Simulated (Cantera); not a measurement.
Input: 1 mol TiO2, 4.1 mol CH4, a varied amount of CO, equilibrated at 1075 °C and 75.0 Torr.

These are equilibrium values from Cantera (NASA tables, ideal gas, pure condensed phases), not measurements of a reactor. Candidate condensed phases: C, C6H6, C7H8, C8H18, H2O, Ti, TiC, TiO, TiO2, Ti2O3, Ti3O5, Ti4O7; 113 gas species. Mutual solubility and eutectic melting of coexisting phases are not modelled. TiC: taken at fixed stoichiometry. Kinetics and transport are ignored.

Question: At 1.4 mol CO, list the 5 most abundant gas species with their mole fractions, and the condensed phases.

Answer: H2 0.751, CO 0.249, CH4 0.000329, H2O 0.000109, CO2 1.84e-5. Condensed: C(graphite) + TiC(s) + Ti3O5(s).
